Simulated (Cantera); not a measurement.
# Catalytic combustion on Pt

An isothermal plug-flow reactor at 900 K and 0.270 bar (inlet), inlet velocity 0.3 m/s, active area per volume 120 1/m; feed 0.563 % H2, 4.12 % O2, 85.6 % N2, 9.75 % H2O, equivalence ratio 0.068.

Detailed kinetics in Cantera: Deutschmann's 1995 Pt surface mechanism with GRI-Mech 3.0 gas chemistry. Catalytic surfaces can have several steady states; this one follows from the mechanism file's or the stated starting coverage. Mass transfer to the wall is taken as infinitely fast.

| z (m) | x H2 | x O2 | x H2O | θ free Pt | θ O* | θ OH* |
|---|---|---|---|---|---|---|
| 0.00033 | 0.00172 | 0.0393 | 0.102 | 0.218 | 0.777 | 0.00454 |
| 0.00055 | 0.000877 | 0.0389 | 0.102 | 0.205 | 0.790 | 0.00445 |
| 0.00092 | 0.000299 | 0.0386 | 0.103 | 0.197 | 0.798 | 0.00439 |
| 0.0015 | 5.77e-5 | 0.0385 | 0.103 | 0.194 | 0.801 | 0.00437 |
| 0.0025 | 3.46e-6 | 0.0385 | 0.103 | 0.193 | 0.802 | 0.00436 |
| 0.0043 | 2.22e-8 | 0.0385 | 0.103 | 0.193 | 0.802 | 0.00436 |
| 0.0071 | 9.51e-11 | 0.0385 | 0.103 | 0.193 | 0.802 | 0.00436 |
| 0.012 | 8.66e-11 | 0.0385 | 0.103 | 0.193 | 0.802 | 0.00436 |
| 0.02 | 8.66e-11 | 0.0385 | 0.103 | 0.193 | 0.802 | 0.00436 |
| 0.033 | 8.66e-11 | 0.0385 | 0.103 | 0.193 | 0.802 | 0.00436 |
x: gas mole fraction; θ: surface coverage.
